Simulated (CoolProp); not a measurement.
Vapour-liquid equilibrium of dimethyl ether (1) + R227EA (2) at -25.35 °C; x and y are mole fractions of (1).

Model: multi-fluid Helmholtz-energy mixture model, Wu 2011 and Lemmon 2016; pair parameters Bell 2016, in CoolProp.

```tsv
x	bubble pressure (bar)	y at the bubble point	dew pressure at overall composition x (bar)	liquid density (mol/L)
0.05	0.6470	0.017	0.6128	9.520
0.125	0.6040	0.062	0.5729	9.911
0.2	0.5687	0.138	0.5544	10.31
0.275	0.5486	0.246	0.5466	10.73
0.35	0.5477	0.377	0.5463	11.16
0.425	0.5664	0.514	0.5520	11.60
0.5	0.6021	0.639	0.5636	12.07
0.575	0.6509	0.742	0.5813	12.56
0.65	0.7080	0.822	0.6065	13.08
0.725	0.7691	0.882	0.6414	13.63
0.8	0.8310	0.926	0.6901	14.21
0.875	0.8917	0.960	0.7610	14.84
0.95	0.9504	0.986	0.8721	15.50
```

y crosses x between x = 0.275 and 0.35: the model has an azeotrope there.

The pair parameters rest on a limited set of measurements; away from them the model extrapolates.
